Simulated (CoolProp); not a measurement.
Vapour-liquid equilibrium of CHF3 (R23) (1) + R143a (2) at 203.1 K; x and y are mole fractions of (1).

Computed with CoolProp (multi-fluid Helmholtz-energy mixture model, Penoncello 2003 and Lemmon and Jacobsen 2000; pair parameters Bell 2016).

| x | bubble pressure, mixture model (kPa) | bubble pressure, Raoult's law (kPa) | y, mixture model | y, Raoult's law |
|---|---|---|---|---|
| 0.05 | 36.46 | 37.99 | 0.220 | 0.254 |
| 0.125 | 47.63 | 50.24 | 0.449 | 0.481 |
| 0.2 | 59.91 | 62.50 | 0.599 | 0.618 |
| 0.275 | 72.88 | 74.75 | 0.702 | 0.711 |
| 0.35 | 86.19 | 87.01 | 0.774 | 0.777 |
| 0.425 | 99.50 | 99.26 | 0.827 | 0.827 |
| 0.5 | 112.6 | 111.5 | 0.866 | 0.866 |
| 0.575 | 125.3 | 123.8 | 0.897 | 0.898 |
| 0.65 | 137.7 | 136.0 | 0.921 | 0.923 |
| 0.725 | 149.6 | 148.3 | 0.941 | 0.945 |
| 0.8 | 161.4 | 160.5 | 0.959 | 0.963 |
| 0.875 | 173.1 | 172.8 | 0.975 | 0.978 |
| 0.95 | 185.0 | 185.0 | 0.990 | 0.992 |

The largest gap from Raoult's law is -5.2 % in bubble pressure, at x = 0.125. No azeotrope shows between x = 0.05 and 0.95.

Pair parameters are fitted to limited data, so mixtures are less certain than the pure fluids. The gap from Raoult's law changes sign with composition, which may be real or a fault of the pair parameters; it wasn't checked against measurements.
